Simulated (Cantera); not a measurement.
Feed: 1 mol Si, 0.89 mol H₂, held at 12000 Pa.

These are equilibrium values from Cantera (NASA tables, ideal gas, pure condensed phases), not measurements of a reactor. Candidate condensed phases: Si; 9 gas species. Gases not in the tables: Si₂H₆ and higher silanes. The numbers say what is thermodynamically allowed, not how fast it happens.

Task: Which condensed phases are stable at each of these points (T (K)): 723, 798, 873, 948, 1023, 1098, 1173, 1248, 1323, 1398, 1473, 1548, 1623, 1698?

Result: 
| T (K) | condensed phases | Si condensed (%) |
|---|---|---|
| 723 | Si(s) | 100.0 |
| 798 | Si(s) | 100.0 |
| 873 | Si(s) | 100.0 |
| 948 | Si(s) | 100.0 |
| 1023 | Si(s) | 100.0 |
| 1098 | Si(s) | 100.0 |
| 1173 | Si(s) | 100.0 |
| 1248 | Si(s) | 100.0 |
| 1323 | Si(s) | 100.0 |
| 1398 | Si(s) | 100.0 |
| 1473 | Si(s) | 100.0 |
| 1548 | Si(s) | 100.0 |
| 1623 | Si(s) | 100.0 |
| 1698 | Si(l) | 100.0 |

From 723 K to 1623 K the condensed part is Si(s). At 1698 K the condensed part is Si(l).
